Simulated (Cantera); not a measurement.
A closed system holds: 1 mol CaCO3, 1 mol O2, a varied amount of N2, at 1523.15 K and 13.0 mbar.

These are equilibrium values from Cantera (NASA tables, ideal gas, pure condensed phases), not measurements of a reactor. Candidate condensed phases: C, Ca, CaCO3, CaO; 27 gas species. The numbers say what is thermodynamically allowed, not how fast it happens.

x: gas mole fraction; n: condensed amount in mol.

| n(N2) (mol) | x N2 | x CO2 | x O2 | x NO | x CO | n CaO(s) |
|---|---|---|---|---|---|---|
| 2.1 | 0.512 | 0.244 | 0.243 | 0.00119 | ___ | 1.00 |
| 3 | 0.599 | 0.200 | 0.199 | 0.00116 | ___ | 1.00 |
| 4.1 | 0.672 | 0.164 | 0.163 | 0.00111 | ___ | 1.00 |
| 5.7 | 0.740 | 0.130 | 0.129 | 0.00104 | ___ | 1.00 |
| 7.9 | 0.797 | 0.101 | 0.101 | 0.000952 | ___ | 1.00 |
| 11 | 0.846 | 0.0769 | 0.0765 | 0.000855 | ___ | 1.00 |
| 15 | 0.882 | 0.0588 | 0.0584 | 0.000763 | ___ | 1.00 |
| 21 | 0.913 | 0.0435 | 0.0431 | 0.000667 | ___ | 1.00 |

Q: Fill in the missing entries.

A: 
- 2.1, x CO: 2.99e-5
- 3, x CO: 2.71e-5
- 4.1, x CO: 2.45e-5
- 5.7, x CO: 2.18e-5
- 7.9, x CO: 1.92e-5
- 11, x CO: 1.68e-5
- 15, x CO: 1.47e-5
- 21, x CO: 1.26e-5
